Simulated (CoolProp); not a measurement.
Vapour-liquid equilibrium of ethylbenzene (1) + n-nonane (2) at 135.95 °C; x and y are mole fractions of (1).

Model: multi-fluid Helmholtz-energy mixture model, Zhou 2012 and Lemmon 2006; pair parameters Bell 2016, in CoolProp.

```csv
x,bubble pressure (bar),y at the bubble point,dew pressure at overall composition x (bar),liquid density (mol/L)
0.05,0.6977,0.082,0.6878,4.933
0.15,0.7460,0.228,0.7194,5.101
0.25,0.7914,0.353,0.7536,5.281
0.35,0.8331,0.462,0.7901,5.474
0.45,0.8709,0.557,0.8286,5.681
0.55,0.9047,0.643,0.8682,5.904
0.65,0.9345,0.723,0.9074,6.145
0.75,0.9604,0.800,0.9440,6.406
0.85,0.9824,0.877,0.9753,6.689
0.95,1.000,0.957,0.9989,6.998
```

No azeotrope shows between x = 0.05 and 0.95.

The pair parameters rest on a limited set of measurements; away from them the model extrapolates.
